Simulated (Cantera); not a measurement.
Gas mixture: CH3OH = 0.99 (molar parts), at 0.00350 bar, frozen composition.

Cantera's kinetic-theory transport with the Lennard-Jones parameters of GRI-Mech 3.0, ideal gas; thermal conductivity in the multicomponent form. Polar gases are described roughly by these parameters. The composition is frozen, though it would react at the higher temperatures.

D: mixture-averaged diffusion coefficient of that species in the mixture.

| T (K) | ρ (kg/m³) | cp (J/kg/K) | μ (µPa s) | λ (mW/m/K) | Pr | D (cm²/s) CO2 | D (cm²/s) O | D (cm²/s) NH3 |
|---|---|---|---|---|---|---|---|---|
| 400 | 0.00337 | ___ | 13.1 | 28.1 | 0.748 | 54.8 | 121 | 76.2 |
| 550 | 0.00245 | ___ | 18.1 | 47.9 | 0.749 | 101 | 216 | 144 |
| 700 | 0.00193 | ___ | 22.8 | 70.3 | 0.750 | 159 | 330 | 230 |
| 850 | 0.00159 | ___ | 27.2 | 93.0 | 0.751 | 226 | 462 | 332 |
| 1000 | 0.00135 | 2798 | 31.3 | 117 | 0.751 | 302 | 611 | 449 |
| 1150 | 0.00117 | 2978 | 35.2 | 139 | 0.751 | 387 | 774 | 579 |
| 1300 | 0.00104 | 3128 | 38.8 | 161 | 0.751 | 479 | 952 | 722 |

Problem. Some entries are withheld; supply them.

Solution. 
- 400, cp (J/kg/K): 1604
- 550, cp (J/kg/K): 1983
- 700, cp (J/kg/K): 2314
- 850, cp (J/kg/K): 2568
